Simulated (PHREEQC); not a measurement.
A made-up water analysis in mg/kgw, 25 °C, pH 8.3, pe 9.6:

| constituent | mg/kgw |
|---|---|
| Na | 73.9 |
| K | 7.01 |
| Ca | 149 |
| Mg | 32.5 |
| Cl | 381 |
| S(6) as SO4 | 57.9 |
| Alkalinity as HCO3 | 125 |
| Cu(2) | 6 |
| B | 2.73 |
| O(0) (dissolved oxygen) | 7.02 |
| F | 0.0396 |

Valence states are taken as typed.

Computed with PHREEQC (ion-association model, wateq4f.dat).

**Question.** The ionic strength comes out as 0.0184 mol/kgw. What activity coefficients do Ca+2, H2BO3-, CaHCO3+, OH-, F- get?

**Answer.** Ca+2 0.60, H2BO3- 0.87, CaHCO3+ 0.88, OH- 0.87, F- 0.87.

Precipitation was switched off in this run. Examples of supersaturated solids here: Malachite, Cu(OH)2. Others may be too. Complexes and solids missing from the database can't appear. Real BF4- forms and hydrolyses slowly; the run takes it at equilibrium. The database's constant for dissolved Cu(OH)2 is higher than later reviews accept.
